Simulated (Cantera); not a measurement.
Charge: 1 mol MgSO4, 0.13 mol CO2, at 1998.15 K and 10.0 mbar.

Cantera equilibrium calculation (NASA polynomials, part measured and part estimated; ideal gas, pure solids and liquids). Candidate condensed phases: C, Mg, MgCO3, MgO, MgS, MgSO4, S; 26 gas species. Rates play no part.

Base state: SO2 0.610, O2 0.305, CO2 0.0776, O 0.00365, CO 0.00183, SO 0.00161, SO3 0.000190 (mole fractions); condensed: MgO(s).

Task: What changes in the equilibrium state with this change: CO2 from 0.13 to 8.8 mol?

Result: 
```tsv
species	before	after
CO2	0.0776	0.796
SO2	0.610	0.0945
O2	0.305	0.0670
CO	0.00183	0.0401
Mg	7.62e-6	1.63e-5
SO3	0.000190	1.38e-5
SO	0.00161	0.000533
O	0.00365	0.00171
MgO(s), mol	1.000	1.000
```

Task: What changes in the equilibrium state with this change: 0.05 mol H2O added?

Result: 
| species | before | after |
|---|---|---|
| SO2 | 0.610 | 0.591 |
| O2 | 0.305 | 0.295 |
| CO2 | 0.0776 | 0.0752 |
| H2O | 0 | 0.0276 |
| OH | 0 | 0.00367 |
| H | 0 | 0.000193 |
| H2 | 0 | 0.000144 |
| SO3 | 0.000190 | 0.000181 |
| O | 0.00365 | 0.00358 |
| MgO(s), mol | 1.000 | 1.000 |
Further candidate phases: C6H6, C7H8, C8H18, H2O, H2SO4, Mg(OH)2.
